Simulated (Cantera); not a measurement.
A closed system holds: 1 mol HF, 0.97 mol H2O, 0.66 mol N2, 0.16 mol O2, at 1700 K and 0.100 bar.

These are equilibrium values from Cantera (NASA tables, ideal gas, pure condensed phases), not measurements of a reactor. Candidate condensed phases: H2O; 40 gas species. The numbers say what is thermodynamically allowed, not how fast it happens.

Base state: HF 0.358, H2O 0.347, N2 0.236, O2 0.0567, OH 0.000868, NO 0.000825, H2 9.26e-5, O 3.37e-5 (mole fractions); condensed: gas only.

Q: What changes in the equilibrium state with this change: O2 from 0.16 to 0.59 mol?

A: 
| species | before | after |
|---|---|---|
| HF | 0.358 | 0.310 |
| H2O | 0.347 | 0.301 |
| N2 | 0.236 | 0.204 |
| O2 | 0.0567 | 0.182 |
| H2 | 9.26e-5 | 4.47e-5 |
| O | 3.37e-5 | 6.03e-5 |
| NO | 0.000825 | 0.00138 |
